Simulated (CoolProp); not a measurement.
Octamethylcyclotetrasiloxane (D4) at several states: density (kg/m³) from the reference equation and from simpler models built on Tc = 313.4 °C, pc = 1347 kPa, ω = 0.598; each cubic takes its own stable root.

Computed with CoolProp (reference Helmholtz-energy equation of state, Thol 2015).

```
T (°C)  p (kPa)   phase  reference
------  -------  ------  ---------
265.25     3760  liquid      660.3
66.95      2660  liquid      907.5
222.85     5820  liquid      734.6
73.25      72.5  liquid      895.1
342.65      404     gas      25.79
174.65      245  liquid      767.7
```

How far does each simpler model (van der Waals, Soave-Redlich-Kwong, Peng-Robinson) lie from the reference over these 6 states: mean and median of the absolute difference, and the worst?


- van der Waals: mean 51.1 %, median 37.9 %, worst -99.1 % at 73.25 °C and 72.5 kPa
- Soave-Redlich-Kwong: mean 7.6 %, median 9.1 %, worst -10.3 % at 73.25 °C and 72.5 kPa
- Peng-Robinson: mean 2.0 %, median 1.7 %, worst +4.8 % at 222.85 °C and 5820 kPa

At some of these states van der Waals gives the other phase, because its saturation line lies elsewhere.
